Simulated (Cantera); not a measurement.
What does this Cantera script print?

```python
import numpy as np
import cantera as ct

gas_names = """
    CO C2H4 C6H6
""".split()
cond_names = """
    Cu(cr) Cu(L) CuO2H2(s)
""".split()


def load(file, names, dense=False):
    # The tables refer to 1 bar. Condensed volumes are neglected.
    table = {s.name: s for s in ct.Species.list_from_file(file)}
    out = []
    for n in names:
        d = dict(table[n].input_data)
        d["thermo"] = dict(d["thermo"], **{"reference-pressure": 1e5})
        if dense:
            d["equation-of-state"] = {"model": "constant-volume", "density": "1e6 g/cm^3"}
        out.append(ct.Species.from_dict(d))
    return out


species = {s.name: s for s in load("nasa_gas.yaml", gas_names) + load("nasa_condensed.yaml", cond_names)}
# Each term lists the table entries of one substance; the one whose range holds T is used.
reactions = {
    '2 CO(g) + 2 C2H4(g) + Cu = C6H6(g) + Cu(OH)2':
        [(-2, ['CO']), (-2, ['C2H4']), (-1, ['Cu(cr)', 'Cu(L)']), (1, ['C6H6']), (1, ['CuO2H2(s)'])],
}


def pick(names, T):
    return next(species[n] for n in names if species[n].thermo.min_temp <= T <= species[n].thermo.max_temp)


results = []
for label, terms in reactions.items():
    print(label)
    print("     T/K   dH/kJ  dS/(J/K)   dG/kJ   log10 K")
    for T in [475, 525, 575, 625, 675]:
        used = [(nu, pick(names, T)) for nu, names in terms]
        dH = sum(nu * s.thermo.h(T) for nu, s in used) / 1e6
        dS = sum(nu * s.thermo.s(T) for nu, s in used) / 1e3
        dG = dH - T * dS / 1e3
        logK = -dG * 1e6 / (ct.gas_constant * T * np.log(10))
        results.append((label, T, dH, dS, dG, logK, [s.name for _, s in used]))
        print(f"{T:8g} {dH:8.1f} {dS:8.1f} {dG:8.1f} {logK:8.2f}")
```

Output:

```
2 CO(g) + 2 C2H4(g) + Cu = C6H6(g) + Cu(OH)2
     T/K   dH/kJ  dS/(J/K)   dG/kJ   log10 K
     475   -247.9   -480.7    -19.6     2.15
     525   -246.3   -477.5      4.4    -0.43
     575   -244.6   -474.3     28.2    -2.56
     625   -242.6   -471.0     51.8    -4.33
     675   -240.5   -467.8     75.3    -5.82
```

Cantera with NASA thermochemical tables; ideal gases at 1 bar, condensed phases pure. Condensed species are held in their standard states even where they would react or evaporate.
